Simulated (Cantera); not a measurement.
What does this Cantera script print?

```python
import numpy as np
import cantera as ct

gas_names = [...]  # 87 gases of nasa_gas.yaml made of C, H, Si
cond_names = """
    C(gr) C6H6(L) C7H8(L) C8H18(L),n-octa Si(cr) Si(L) SiC(b)
""".split()


# ... load() reads the species with a 1 bar reference pressure and builds the phases ...
atoms = {
    'CH3SiH3': {'C': 1, 'H': 6, 'Si': 1},
    'C2H2': {'C': 2, 'H': 2},
    'H2': {'H': 2},
}
top_T = {'C(gr)': 4500, 'SiC(b)': 3050}  # K; cautious upper limits of use, not melting points


# ... equilibrate(T, P, feed) seeds the gas with the atoms and calls Mixture.equilibrate('TP', solver="vcs", rtol=1e-11, max_steps=5000) ...
results = []
feed = {'CH3SiH3': 1, 'C2H2': 0.019, 'H2': 30}  # mol
P = 16000  # Pa
for T in [998, 1098, 1198, 1298, 1398, 1498, 1598, 1698, 1798, 1898, 1998, 2098, 2198]:
    mix = equilibrate(T, P, feed)
    results.append((T, P, feed, dict(zip(mix.species_names, mix.species_moles))))
    x = sorted(zip(gas.X, gas.species_names), reverse=True)
    print(f"T = {T:g} K  P = {P:g} Pa  gas = {mix.phase_moles(0):.4g} mol")
    print("   x: " + "  ".join(f"{s} {v:.3e}" for v, s in x if v > 1e-06))
    print("   condensed (mol): " + ("  ".join(f"{mix.phase(i).name} {mix.phase_moles(i):.4g}"
          for i in range(1, mix.n_phases) if mix.phase_moles(i) > 1e-12) or "none"))
```

Result:

```
T = 998 K  P = 16000 Pa  gas = 32.98 mol
   x: H2 9.988e-01  CH4 1.152e-03
   condensed (mol): SiC(b) 1
T = 1098 K  P = 16000 Pa  gas = 32.98 mol
   x: H2 9.988e-01  CH4 1.152e-03
   condensed (mol): SiC(b) 1
T = 1198 K  P = 16000 Pa  gas = 32.98 mol
   x: H2 9.988e-01  CH4 1.152e-03
   condensed (mol): SiC(b) 1
T = 1298 K  P = 16000 Pa  gas = 32.98 mol
   x: H2 9.988e-01  CH4 1.151e-03  H 2.677e-06
   condensed (mol): SiC(b) 1
T = 1398 K  P = 16000 Pa  gas = 33 mol
   x: H2 9.993e-01  CH4 6.979e-04  H 1.183e-05  C2H2,acetylene 2.449e-06
   condensed (mol): C(gr) 0.01478  SiC(b) 1
T = 1498 K  P = 16000 Pa  gas = 33.01 mol
   x: H2 9.995e-01  CH4 4.148e-04  H 4.295e-05  C2H2,acetylene 8.808e-06
   condensed (mol): C(gr) 0.02369  SiC(b) 1
T = 1598 K  P = 16000 Pa  gas = 33.01 mol
   x: H2 9.996e-01  CH4 2.632e-04  H 1.330e-04  C2H2,acetylene 2.692e-05
   condensed (mol): C(gr) 0.02748  SiC(b) 1
T = 1698 K  P = 16000 Pa  gas = 33.02 mol
   x: H2 9.994e-01  H 3.614e-04  CH4 1.764e-04  C2H2,acetylene 7.201e-05  CH3 1.297e-06
   condensed (mol): C(gr) 0.02735  SiC(b) 1
T = 1798 K  P = 16000 Pa  gas = 33.03 mol
   x: H2 9.988e-01  H 8.797e-04  C2H2,acetylene 1.723e-04  CH4 1.236e-04  CH3 2.203e-06
   condensed (mol): C(gr) 0.02246  SiC(b) 1
T = 1898 K  P = 16000 Pa  gas = 33.05 mol
   x: H2 9.976e-01  H 1.952e-03  C2H2,acetylene 3.753e-04  CH4 9.002e-05  CH3 3.531e-06  Si 2.828e-06  SiH2 2.116e-06
   condensed (mol): C(gr) 0.01024  SiC(b) 0.9998
T = 1998 K  P = 16000 Pa  gas = 33.08 mol
   x: H2 9.954e-01  H 4.001e-03  C2H2,acetylene 5.560e-04  CH4 5.806e-05  Si 1.685e-05  SiH2 6.625e-06  CH3 4.621e-06  SiH 4.584e-06
   condensed (mol): SiC(b) 0.999
T = 2098 K  P = 16000 Pa  gas = 33.15 mol
   x: H2 9.915e-01  H 7.661e-03  C2H2,acetylene 6.216e-04  Si 9.538e-05  CH4 3.456e-05  SiH2 2.092e-05  SiH 2.070e-05  CH3 5.206e-06  Si2C 3.873e-06  SiC2 2.677e-06
   condensed (mol): SiC(b) 0.9951
T = 2198 K  P = 16000 Pa  gas = 33.26 mol
   x: H2 9.847e-01  H 1.382e-02  C2H2,acetylene 8.335e-04  Si 4.172e-04  SiH 7.357e-05  SiH2 5.368e-05  Si2C 2.431e-05  CH4 2.367e-05  SiC2 1.329e-05  CH3 6.364e-06  Si2 1.228e-06
   condensed (mol): SiC(b) 0.9797
```

Method: chemical equilibrium by Gibbs-energy minimisation in Cantera with the NASA 1993 tables (ideal gas, pure condensed phases). The feed counts by its element totals alone. Gases not in the tables: Si2H6 and higher silanes.
